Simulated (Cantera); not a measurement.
Feed: 1 mol MgO, 2.2 mol NF₃, a varied amount of N₂, at 1175 K and 8.30 Pa.

Cantera equilibrium calculation (NASA polynomials, part measured and part estimated; ideal gas, pure solids and liquids). Candidate condensed phases: Mg, MgF₂, MgO; 24 gas species. Kinetics and transport are ignored.

Q: At 4.3 mol N₂, list the 6 most abundant gas species with their mole fractions, and the condensed phases.

A: N₂ 0.514, F 0.438, O₂ 0.0476, MgF₂ 0.000162, F₂ 8.57e-5, NO 6.19e-5. Condensed: MgF₂(s).
